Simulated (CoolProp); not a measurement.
Properties of sulfur hexafluoride along the isobar 583 kPa.

Values from CoolProp's reference Helmholtz-energy equation of state, Guder 2009.

| T (K) | phase | density (kg/m³) | speed of sound (m/s) | viscosity (µPa s) | conductivity (mW/(m K)) |
|---|---|---|---|---|---|
| 297.7 | gas | 36.94 | 128.4 | 15.3 | 13.2 |
| 317.7 | gas | 34.10 | 134.0 | 16.2 | 14.7 |
| 337.6 | gas | 31.73 | 139.2 | 17.2 | 16.3 |
| 357.6 | gas | 29.71 | 144.0 | 18.0 | 17.8 |
| 377.5 | gas | 27.96 | 148.6 | 18.9 | 19.3 |
| 397.4 | gas | 26.42 | 153.0 | 19.8 | 20.8 |
| 417.4 | gas | 25.04 | 157.2 | 20.6 | 22.3 |
| 437.3 | gas | 23.82 | 161.3 | 21.4 | 23.8 |
| 457.2 | gas | 22.72 | 165.2 | 22.3 | 25.2 |
| 477.2 | gas | 21.71 | 169.0 | 23.1 | 26.6 |

Viscosity comes from a separate model (Quiñones-Cisneros 2012). Thermal conductivity comes from a separate model (Assael 2012).
